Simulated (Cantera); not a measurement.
A closed system holds: 1 mol NH₃, 0.045 mol O₂, 12 mol N₂, at 2500 K and 59.0 Pa.

Cantera equilibrium calculation (NASA polynomials, part measured and part estimated; ideal gas, pure solids and liquids). Candidate condensed phases: H₂O; 24 gas species. Rates play no part.

Base state: N₂ 0.821, H 0.152, H₂ 0.0215, O 0.00402, OH 0.000866, H₂O 0.000592, NO 0.000345, O₂ 4.53e-5 (mole fractions); condensed: gas only.

Problem. What changes in the equilibrium state with this change: temperature from 2500 K to 2898 K?

Solution. 
| species | before | after |
|---|---|---|
| N₂ | 0.821 | 0.803 |
| H | 0.152 | 0.189 |
| O | 0.00402 | 0.00554 |
| H₂ | 0.0215 | 0.00162 |
| H₂O | 0.000592 | 2.14e-6 |
| N | 1.09e-5 | 0.000260 |
| O₂ | 4.53e-5 | 2.91e-6 |
| OH | 0.000866 | 7.65e-5 |
